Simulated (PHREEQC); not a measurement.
Solution (40 °C): 6.3 mmol/kgw Cu(NO3)2. It is in equilibrium with CO2 at log p = -2 (atm). Otherwise closed; pH follows from the charge balance.

Model: ion-association model, wateq4f.dat, run in PHREEQC.

Task: The ionic strength comes out as 0.0189 mol/kgw. What activity coefficients do H+, Cu2(OH)2+2, CuHCO3+, Cu+2, CuOH+ get?

Result: H+ 0.89, Cu2(OH)2+2 0.57, CuHCO3+ 0.87, Cu+2 0.59, CuOH+ 0.87.

Precipitation was switched off in this run. Complexes and solids missing from the database can't appear. At this temperature some constants are extrapolated from 25 °C, and those without enthalpy data are left unchanged.
